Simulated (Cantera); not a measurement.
A perfectly stirred reactor is fed with N2O : O2 = 1 : 1.3 (molar parts), at 158 Torr; it is held at 1200 K, and followed from long to short residence time.

Cantera simulation using GRI-Mech 3.0 (53 species, 325 reactions); the numbers are that mechanism's predictions, not measurements. GRI-Mech 3.0 was tuned for natural gas; its chemistry of N2O as a main component is partial and can be far from experiment. The mechanism lacks the step 2 NO + O2 → 2 NO2, which can matter for NO2 below about 1400 K. The temperature is held fixed by assumption; the heat of reaction is taken as removed at once.

```json
[
 {"quantity": "x(N2O) at τ = 1.70 s", "before": "0.345", "after": "0.428"},
 {"quantity": "x(O2) at τ = 1.70 s", "before": "0.577", "after": "0.566"},
 {"quantity": "x(N2) at τ = 1.70 s", "before": "0.0702", "after": "0.00566"},
 {"quantity": "x(NO) at τ = 1.70 s", "before": "0.00765", "after": "0.000627"},
 {"quantity": "x(O) at τ = 1.70 s", "before": "1.76e-6", "after": "1.83e-6"},
 {"quantity": "x(N2O) at τ = 16.0 ms", "before": "0.434", "after": "0.435"},
 {"quantity": "x(O2) at τ = 16.0 ms", "before": "0.565", "after": "0.565"},
 {"quantity": "x(N2) at τ = 16.0 ms", "before": "0.000840", "after": "5.27e-5"},
 {"quantity": "x(NO) at τ = 16.0 ms", "before": "9.28e-5", "after": "5.64e-6"},
 {"quantity": "x(O) at τ = 16.0 ms", "before": "1.80e-6", "after": "1.72e-6"}
]
```

Problem. Which change was made?
(A) pressure from 158 Torr to 10.00 Torr
(B) pressure from 158 Torr to 20.3 Torr
(C) N2O 1 to 6.9 parts
(D) temperature 1200 to 1598 K

Solution. A, pressure from 158 Torr to 10.00 Torr
